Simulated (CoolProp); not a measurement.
Vapour-liquid equilibrium of carbon dioxide (1) + n-perfluorobutane (2) at 0.64 MPa; x and y are mole fractions of (1).

Model: multi-fluid Helmholtz-energy mixture model, Span 1996 and Gao 2022; pair parameters Bell 2016, in CoolProp.

| x | bubble temperature (°C) | y at the bubble point | dew temperature at overall composition x (°C) | liquid density (mol/L) |
|---|---|---|---|---|
| 0.05 | ___ | 0.430 | 53.1 | 6.365 |
| 0.125 | 3.3 | 0.801 | 49.7 | 7.320 |
| 0.2 | -17.0 | 0.918 | 46.1 | 8.183 |
| 0.275 | -28.8 | 0.956 | 42.4 | 8.995 |
| 0.35 | -35.6 | 0.971 | 38.4 | ___ |
| 0.425 | -39.5 | 0.978 | 34.2 | 10.69 |
| 0.5 | -41.8 | 0.982 | ___ | 11.67 |
| 0.575 | -43.3 | ___ | 24.4 | 12.78 |
| 0.65 | -44.5 | ___ | 18.6 | 14.10 |
| 0.725 | -45.7 | 0.988 | 11.8 | 15.70 |
| 0.8 | ___ | 0.990 | 3.4 | 17.69 |
| 0.875 | -48.6 | ___ | -7.9 | 20.22 |
| 0.95 | -50.3 | 0.997 | -26.5 | 23.53 |

Task: Complete the blanks.

Result: 
- 0.05, bubble temperature (°C): 33.9
- 0.35, liquid density (mol/L): 9.816
- 0.5, dew temperature at overall composition x (°C): 29.6
- 0.575, y at the bubble point: 0.984
- 0.65, y at the bubble point: 0.986
- 0.8, bubble temperature (°C): -47.0
- 0.875, y at the bubble point: 0.993

No azeotrope shows between x = 0.05 and 0.95.

Pair parameters are fitted to limited data, so mixtures are less certain than the pure fluids. The gap from Raoult's law changes sign with composition, which may be real or a fault of the pair parameters; it wasn't checked against measurements. With so large a gap from Raoult's law the liquid may split in two, which this calculation doesn't test in full.
